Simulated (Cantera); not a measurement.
A Cantera script and its output.

```python
import numpy as np
import cantera as ct

gas = ct.Solution("h2o2.yaml")
gas.TPX = 1400, 2666, {'H2': 0.03, 'O2': 1}
inlet = ct.Reservoir(gas, clone=True)

reactor = ct.IdealGasConstPressureReactor(gas, energy="off", clone=False)
exhaust = ct.Reservoir(gas, clone=True)
tau = [0.61, 0.29, 0.14, 0.065, 0.031, 0.015, 0.0069, 0.0033][0]
for a, b in ((inlet, reactor), (reactor, exhaust)):
    ct.MassFlowController(a, b, mdot=lambda t: reactor.mass / tau)
net = ct.ReactorNet([reactor])
show = ['H2', 'O2', 'HO2', 'O', 'H2O2', 'H2O', 'H']

rows = []
print(f"{'tau/s':>10s}{'T/K':>9s}" + "".join(f"{s:>11s}" for s in show))
for tau in [0.61, 0.29, 0.14, 0.065, 0.031, 0.015, 0.0069, 0.0033]:
    net.initial_time = 0.0
    net.advance(30 * tau)
    before = gas.X
    net.advance(40 * tau)
    drift = np.max(np.abs(gas.X - before) / (gas.X + 1e-9))
    rows.append([gas.T, *gas[show].X, drift])
    print(f"{tau:10.3e}{gas.T:9.1f}" + "".join(f"{x:11.3e}" for x in gas[show].X))
```

Result:

```
     tau/s      T/K         H2         O2        HO2          O       H2O2        H2O          H
 6.100e-01   1400.0  6.741e-05  9.667e-01  8.417e-07  3.013e-03  2.965e-08  2.869e-02  1.037e-04
 2.900e-01   1400.0  1.039e-04  9.649e-01  1.092e-06  4.690e-03  3.608e-08  2.840e-02  2.017e-04
 1.400e-01   1400.0  1.561e-04  9.623e-01  1.360e-06  7.004e-03  4.255e-08  2.803e-02  3.691e-04
 6.500e-02   1400.0  2.350e-04  9.589e-01  1.645e-06  1.015e-02  4.909e-08  2.754e-02  6.482e-04
 3.100e-02   1400.0  3.437e-04  9.552e-01  1.896e-06  1.355e-02  5.482e-08  2.698e-02  1.014e-03
 1.500e-02   1400.0  5.016e-04  9.518e-01  2.104e-06  1.662e-02  6.007e-08  2.637e-02  1.415e-03
 6.900e-03   1400.0  7.840e-04  9.491e-01  2.288e-06  1.892e-02  6.635e-08  2.564e-02  1.821e-03
 3.300e-03   1400.0  1.281e-03  9.479e-01  2.449e-06  1.983e-02  7.462e-08  2.474e-02  2.156e-03
```

Detailed kinetics in Cantera: the H2/O2 subset of GRI-Mech 3.0, which has no nitrogen chemistry. Radical loss at walls, strong at low pressure, is not modelled.
